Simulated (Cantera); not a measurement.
Feed: 1 mol SF6, 5.2 mol H2, held at 1400 K and 18.0 Pa.

Cantera equilibrium calculation (NASA polynomials, part measured and part estimated; ideal gas, pure solids and liquids). Candidate condensed phases: S; 24 gas species. Kinetics and transport are ignored.

Base state: HF 0.691, H2 0.248, S2 0.0545, H2S 0.00474, SH 0.00123, S 0.000204, H 0.000181 (mole fractions); condensed: gas only.

Question: What changes in the equilibrium state with this change: H2 from 5.2 to 1.8 mol?

Answer: 
```json
[
 {"species": "HF", "before": "0.691", "after": "0.743"},
 {"species": "SF2", "before": "<1e-9", "after": "0.179"},
 {"species": "F", "before": "6.38e-9", "after": "0.0526"},
 {"species": "H2", "before": "0.248", "after": "<1e-9"},
 {"species": "S2", "before": "0.0545", "after": "1.17e-5"},
 {"species": "SF3", "before": "<1e-9", "after": "0.0121"},
 {"species": "SF4", "before": "<1e-9", "after": "0.0110"},
 {"species": "H2S", "before": "0.00474", "after": "<1e-9"},
 {"species": "S2F2 (SSF2)", "before": "<1e-9", "after": "0.00187"}
]
```
The tables' values for SF3, S2F2 (SSF2) are old estimates; treat these amounts as uncertain.
